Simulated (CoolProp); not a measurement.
Vapour-liquid equilibrium of toluene (1) + n-dodecane (2) at 558 kPa; x and y are mole fractions of (1).

The numbers come from the multi-fluid Helmholtz-energy mixture model, Lemmon 2006 and Lemmon 2004; pair parameters Bell 2016 in CoolProp.

| x | bubble temperature, mixture model (K) | bubble temperature, Raoult's law (K) | y, mixture model | y, Raoult's law |
|---|---|---|---|---|
| 0.05 | 568.3 | 561.9 | 0.140 | 0.254 |
| 0.2 | 542.5 | 529.4 | 0.506 | 0.655 |
| 0.35 | 518.0 | 507.0 | 0.741 | 0.824 |
| 0.5 | 497.8 | 490.7 | 0.868 | 0.907 |
| 0.65 | 482.1 | 478.0 | 0.935 | 0.952 |
| 0.8 | 469.8 | 467.9 | 0.972 | 0.979 |
| 0.95 | 460.0 | 459.6 | 0.995 | 0.996 |

The largest gap from Raoult's law is +13.1 K in bubble temperature, at x = 0.2. No azeotrope shows between x = 0.05 and 0.95.

The pair parameters rest on a limited set of measurements; away from them the model extrapolates.
